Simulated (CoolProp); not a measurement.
Vapour-liquid equilibrium of cyclopentane (1) + octamethylcyclotetrasiloxane (D4) (2) at 419.2 K; x and y are mole fractions of (1).

Model: multi-fluid Helmholtz-energy mixture model, Gedanitz 2015 and Thol 2015; pair parameters Bell 2016, in CoolProp.

```tsv
x	bubble pressure, mixture model (kPa)	bubble pressure, Raoult's law (kPa)	y, mixture model	y, Raoult's law
0.05	73.53	96.76	0.411	0.563
0.125	120.6	175.2	0.659	0.778
0.2	172.2	253.6	0.776	0.860
0.275	228.9	332.0	0.843	0.903
0.35	291.0	410.4	0.887	0.930
0.425	358.9	488.8	0.917	0.948
0.5	433.2	567.2	0.939	0.961
0.575	514.3	645.6	0.955	0.971
0.65	602.6	724.1	0.968	0.978
0.725	698.2	802.5	0.978	0.985
0.8	800.9	880.9	0.986	0.990
0.875	909.3	959.3	0.993	0.994
0.95	1020	1038	0.998	0.998
```

The largest gap from Raoult's law is -32.1 % in bubble pressure, at x = 0.2. No azeotrope shows between x = 0.05 and 0.95.

Pair parameters are fitted to limited data, so mixtures are less certain than the pure fluids.
